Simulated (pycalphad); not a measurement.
## Phase fractions of Ti-29.25B (at.%)

CALPHAD calculation (pycalphad, COST 507 light-alloy database (1999)), 1 atm. These are 1990s assessments: newer ones move some temperatures and phases. Phase fractions are per mole of atoms. Kinetics are ignored, which matters at the lower temperatures.

```tsv
T (°C)	liquid	BM	bcc	hcp
1977	1.000	-	-	-
1827	0.812	0.188	-	-
1677	0.601	0.399	-	-
1527	-	0.583	0.417	-
1377	-	0.583	0.417	-
1227	-	0.583	0.417	-
1077	-	0.584	0.416	-
927	-	0.584	0.416	-
777	-	0.584	-	0.416
627	-	0.584	-	0.416
477	-	0.585	-	0.415
327	-	0.585	-	0.415
```

Database names, with the compositions (at.%) that they take in these runs: BM: Ti 50 B 50.
